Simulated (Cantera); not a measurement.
Source: NASA polynomial tables (part measured, part estimated), evaluated in Cantera. Values are per mole of reaction as written; species without (g) are pure solids or liquids, kept so even where they would boil at 1 bar.

Question: Between 575 and 1575 K, where is each reaction favourable under standard conditions?
- NbO2(g) + 4 H(g) ⇌ Nb + 2 H2O(g)
- OH(g) + 2 NbO2(g) ⇌ H(g) + Nb2O5

Answer: 
- NbO2(g) + 4 H(g) ⇌ Nb + 2 H2O(g): ΔG° is -969 kJ at 575 K and -609 kJ at 1575 K; it stays negative (K > 1). ΔH° is -1192 kJ and ΔS° -370 J/K at 1575 K.
- OH(g) + 2 NbO2(g) ⇌ H(g) + Nb2O5: ΔG° is -1050 kJ at 575 K and -630 kJ at 1575 K; it stays negative (K > 1). ΔH° is -1256 kJ and ΔS° -397 J/K at 1575 K.
